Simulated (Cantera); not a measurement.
## Thermodynamics of silicon nitride deposition, feed SiH2Cl2 + NH3 + H2

A closed system holds: 1 mol SiH2Cl2, a varied amount of NH3, 21 mol H2, at 0.560 bar.

Cantera equilibrium calculation (NASA polynomials, part measured and part estimated; ideal gas, pure solids and liquids). Candidate condensed phases: NH4Cl, Si, Si3N4; 28 gas species. Mutual solubility and eutectic melting of coexisting phases are not modelled. The tables' values for SiCl3 are old estimates. The numbers say what is thermodynamically allowed, not how fast it happens.

Stable condensed phases:

```
T in K \ n(NH3) in mol
         0.25 0.39 0.63    1  1.6  2.6  4.1  6.6   11   17
   1973     A    A    A    A    A    A    A    A    A    A
   1873     A    A    A    A    A    A    B    B    B    B
   1773     A    A    C    C    B    B    B    B    B    B
   1673     C    C    C    C    B    B    B    B    B    B
   1573     C    C    C    B    B    B    B    B    B    B
   1473     C    C    C    B    B    B    B    B    B    B
   1373     C    C    C    B    B    B    B    B    B    B
   1273     C    C    C    B    B    B    B    B    B    B
   1173     C    C    C    B    B    B    B    B    B    B
   1073     C    C    C    B    B    B    B    B    B    B
```

A: Si; B: Si3N4; C: Si + Si3N4.
